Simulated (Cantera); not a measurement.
Input: 1 mol Si, 4.2 mol Br₂, equilibrated at 1623.15 K and 0.133 bar.

These are equilibrium values from Cantera (NASA tables, ideal gas, pure condensed phases), not measurements of a reactor. Candidate condensed phases: Br₂, Si; 9 gas species. The tables' values for SiBr₃ are old estimates; treat these amounts as uncertain. Rates play no part.

Base state: Br 0.616, SiBr₄ 0.212, Br₂ 0.168, SiBr₃ 0.00317, SiBr₂ 0.000607 (mole fractions); condensed: gas only.

Q: What changes in the equilibrium state with this change: temperature from 1623.15 K to 1350 K?

A: 
| species | before | after |
|---|---|---|
| Br₂ | 0.168 | 0.488 |
| SiBr₄ | 0.212 | 0.275 |
| Br | 0.616 | 0.236 |
| SiBr₂ | 0.000607 | 8.96e-7 |
| SiBr₃ | 0.00317 | 8.60e-5 |
